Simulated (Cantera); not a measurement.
# CaF2 + H2O + N2 (halide evaporation, hydrolysis and transport)

Feed: 1 mol CaF2, 5.1 mol H2O, a varied amount of N2, held at 802 °C and 1.33 mbar.

These are equilibrium values from Cantera (NASA tables, ideal gas, pure condensed phases), not measurements of a reactor. Candidate condensed phases: Ca, CaF2, CaO, Ca(OH)2, H2O; 47 gas species. Mutual solubility and eutectic melting of coexisting phases are not modelled. Kinetics and transport are ignored.

| n(N2) (mol) | log p N2 | log p H2O | log p HF | log p H2 | log p O2 | log p OH | log p NO | n CaF2(s) | n CaO(s) |
|---|---|---|---|---|---|---|---|---|---|
| 0.56 | -3.88 | -2.92 | -5.17 | -7.95 | -8.26 | -9.21 | -9.85 | 0.986 | 0.0145 |
| 1.1 | -3.63 | -2.96 | -5.19 | -7.97 | -8.29 | -9.23 | -9.74 | 0.985 | 0.0151 |
| 2.3 | -3.38 | -3.04 | -5.23 | -8.02 | -8.34 | -9.28 | -9.65 | 0.983 | 0.0165 |
| 4.8 | -3.19 | -3.17 | -5.29 | -8.10 | -8.43 | -9.37 | -9.59 | 0.981 | 0.0191 |
| 9.9 | -3.06 | -3.35 | -5.38 | -8.22 | -8.56 | -9.49 | -9.59 | 0.977 | 0.0235 |
| 20 | -2.97 | -3.57 | -5.49 | -8.37 | -8.71 | -9.64 | -9.62 | 0.970 | 0.0304 |
| 42 | -2.93 | -3.84 | -5.63 | -8.55 | -8.90 | -9.82 | -9.69 | 0.958 | 0.0415 |
| 86 | -2.90 | -4.13 | -5.77 | -8.74 | -9.09 | -10.02 | -9.78 | 0.942 | 0.0577 |
| 180 | -2.89 | -4.44 | -5.93 | -8.94 | -9.31 | -10.23 | -9.88 | 0.918 | 0.0820 |
log p: log10 of the partial pressure in bar; n: condensed amount in mol.

From 0.56 mol N2 to 180 mol N2 the condensed part is CaF2(s) + CaO(s).
